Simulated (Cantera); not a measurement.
A closed system holds: 1 mol NaCl, 0.11 mol HCl, 0.98 mol N2, held at 500 °C and 13.3 mbar.

Method: chemical equilibrium by Gibbs-energy minimisation in Cantera with the NASA 1993 tables (ideal gas, pure condensed phases). Candidate condensed phases: NH4Cl, Na, NaCl; 17 gas species. Kinetics and transport are ignored.

Task: What is the equilibrium state?

Result: 
| Property | Value |
|---|---|
| x(N2) | 0.899 |
| x(HCl) | 0.101 |
| x(NaCl) | 2.01e-6 |
| n(NaCl(s)) | 1.000 mol |
| gas amount | 1.090 mol |
| log10 activity of Na(l) (absent) | -18.13 |
